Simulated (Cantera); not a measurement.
An isothermal, constant-pressure homogeneous reactor starts with 40.0 % C2H6, 60.0 % H2, at 1625 K and 57.0 Torr.

Computed with Cantera and GRI-Mech 3.0 (53 species, 325 reactions). GRI-Mech 3.0 stops at C3 and has no aromatics, soot or wall deposition, so with more carbon than oxygen in the feed, carbon stays in small species such as C2H2 where larger ones or solid carbon would form.

Question: Predict: x(C2H6) at 1.00 s; x(H2) at 1.00 s; x(CH3) at 1.00 s; x(C2H2) at 1.00 s; x(CH4) at 1.00 s; x(C2H4) at 1.00 s; x(CH2) at 1.00 s.

Answer: 
| Quantity | Value |
|---|---|
| x(C2H6) at 1.00 s | 6.30e-6 (gas-phase equilibrium 2.42e-7) |
| x(H2) at 1.00 s | 0.745 (gas-phase equilibrium 0.773) |
| x(CH3) at 1.00 s | 0.000234 (gas-phase equilibrium 3.52e-5) |
| x(C2H2) at 1.00 s | 0.209 (gas-phase equilibrium 0.220) |
| x(CH4) at 1.00 s | 0.0447 (gas-phase equilibrium 0.00592) |
| x(C2H4) at 1.00 s | 0.00116 (gas-phase equilibrium 0.00115) |
| x(CH2) at 1.00 s | 5.31e-8 (gas-phase equilibrium 9.89e-9) |
